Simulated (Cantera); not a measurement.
An adiabatic, constant-pressure homogeneous reactor starts with CO : H2 : CH4 : O2 : N2 = 1 : 0.036 : 0.053 : 0.63 : 2.37 (molar parts), at 1300 K and 10.0 bar.

Detailed kinetics in Cantera: GRI-Mech 3.0 (53 species, 325 reactions).

Task: Predict: time of steepest temperature rise; temperature at 0.200 s; equilibrium temperature; x(CO) at 0.200 s; x(H2) at 0.200 s; x(HCN) at 0.200 s.

Result: 
* **time of steepest temperature rise**: 51.6 µs
* **temperature at 0.200 s**: 2853 K
* **equilibrium temperature**: 2853 K
* **x(CO) at 0.200 s**: 0.0735 (gas-phase equilibrium 0.0735)
* **x(H2) at 0.200 s**: 0.00160 (gas-phase equilibrium 0.00160)
* **x(HCN) at 0.200 s**: 2.38e-9 (gas-phase equilibrium 2.38e-9)
